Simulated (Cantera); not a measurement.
# Equilibrium for roasting and sulfation: FeS + H₂S + H₂O

Charge: 1 mol FeS, 0.071 mol H₂S, a varied amount of H₂O, held at 1273 K and 100000 Pa.

Method: chemical equilibrium by Gibbs-energy minimisation in Cantera with the NASA 1993 tables (ideal gas, pure condensed phases). Candidate condensed phases: Fe, FeO, Fe(OH)₂, Fe(OH)₃, FeS, FeSO₄, FeS₂, Fe₂O₃, Fe₂(SO₄)₃, Fe₃O₄, H₂O, H₂SO₄, S; 22 gas species. Metal and sulfide melt together well below either melting point, which pure phases cannot show. Mutual solubility and eutectic melting of coexisting phases are not modelled. The tables' stoichiometric FeO is somewhat more stable than real wüstite, so its field is too wide. FeO, FeS: taken at fixed stoichiometry. Gases not in the tables: S₃ to S₇. The numbers say what is thermodynamically allowed, not how fast it happens.

| n(H₂O) (mol) | x H₂O | x H₂S | x H₂ | x S₂ | x SO₂ | n FeS(s) | n FeO(s) |
|---|---|---|---|---|---|---|---|
| 0.25 | 0.742 | 0.154 | 0.0708 | 0.0269 | 0.00536 | 1.00 | 0 |
| 0.36 | 0.798 | 0.113 | 0.0612 | 0.0195 | 0.00707 | 1.00 | 0 |
| 0.52 | 0.843 | 0.0816 | 0.0532 | 0.0133 | 0.00860 | 1.00 | 0 |
| 0.74 | 0.876 | 0.0583 | 0.0470 | 0.00874 | 0.00965 | 1.00 | 0 |
| 1.1 | 0.904 | 0.0390 | 0.0412 | 0.00509 | 0.0102 | 1.000 | 0 |
| 1.5 | 0.921 | 0.0278 | 0.0373 | 0.00316 | 0.0102 | 1.000 | 0 |
| 2.1 | 0.936 | 0.0187 | 0.0334 | 0.00179 | 0.00987 | 1.000 | 0 |
| 3.1 | 0.936 | 0.0186 | 0.0333 | 0.00176 | 0.00986 | 0.968 | 0.0320 |
| 4.4 | 0.936 | 0.0186 | 0.0333 | 0.00176 | 0.00986 | 0.926 | 0.0742 |
x: gas mole fraction; n: condensed amount in mol.

From 0.25 mol H₂O to 2.1 mol H₂O the condensed part is FeS(s). From 3.1 mol H₂O to 4.4 mol H₂O the condensed part is FeO(s) + FeS(s). The main Fe-bearing gas is Fe(OH)₂ throughout.
